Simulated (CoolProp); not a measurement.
Vapour-liquid equilibrium of R143a (1) + R236FA (2) at 2.45 bar; x and y are mole fractions of (1).

Model: multi-fluid Helmholtz-energy mixture model, Lemmon and Jacobsen 2000 and Pan 2012; pair parameters Bell 2016, in CoolProp.

```tsv
x	bubble temperature (°C)	y at the bubble point	dew temperature at overall composition x (°C)	liquid density (mol/L)
0.05	?	0.164	?	9.214
0.125	12.1	0.364	18.9	9.516
0.2	6.8	0.517	16.9	9.819
0.275	2.0	0.634	14.8	10.12
0.35	?	0.724	12.5	10.43
0.425	-6.3	0.792	10.1	10.73
0.5	-9.9	0.845	7.5	11.04
0.575	-13.1	0.886	4.6	11.35
0.65	-16.1	0.918	1.3	?
0.725	-18.7	0.944	-2.4	11.98
0.8	?	0.964	-6.8	12.30
0.875	-23.4	0.980	-12.2	12.63
0.95	-25.4	0.993	-19.5	12.96
```

Q: Complete the blanks.

A: 
- 0.05, bubble temperature (°C): 17.8
- 0.05, dew temperature at overall composition x (°C): 20.7
- 0.35, bubble temperature (°C): -2.3
- 0.65, liquid density (mol/L): 11.66
- 0.8, bubble temperature (°C): -21.2

No azeotrope shows between x = 0.05 and 0.95.

The pair parameters rest on a limited set of measurements; away from them the model extrapolates.
